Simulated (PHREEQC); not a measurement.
# Sulfide liquor (model solution)

A solution holds 0.024 mol H2S, 9.3e-05 mol NaCl and 0.018 mol FeCl2 per kg of water, at 25 °C. Closed to the air; pH follows from the charge balance.

All values are PHREEQC results (ion-association model, wateq4f.dat), not measurements.

This is a speciation only: nothing precipitates in the calculation.

Estimate the pH.

pH 3.34.

In which forms is Cl present?

Cl- 99 %, FeCl+ 1.1 % of the Cl.

The solution is supersaturated, for example in Mackinawite, so a real one may precipitate; this is no full list. Species that the database lacks are ignored. The polysulfide entries of wateq4f.dat were taken out for this run.
